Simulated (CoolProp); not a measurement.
Aqueous calcium chloride as a coolant, at 40 °C, 1 atm.

The numbers come from the Melinder's fits for secondary coolants in CoolProp.

```tsv
mass %	freezing point (°C)	viscosity (mPa s)	Prandtl number	conductivity (W/(m K))	cp (kJ/(kg K))
3.6	-1.7	0.729	4.64	0.627	3.989
6.1	-3.0	0.777	4.81	0.624	3.859
8.6	-4.7	0.829	4.98	0.620	3.726
11.1	-6.8	0.892	5.19	0.617	3.591
13.7	-9.5	0.974	5.48	0.614	3.454
16.2	-12.6	1.08	5.87	0.610	3.327
18.7	-16.1	1.20	6.38	0.606	3.209
21.3	-20.6	1.38	7.08	0.602	3.100
```
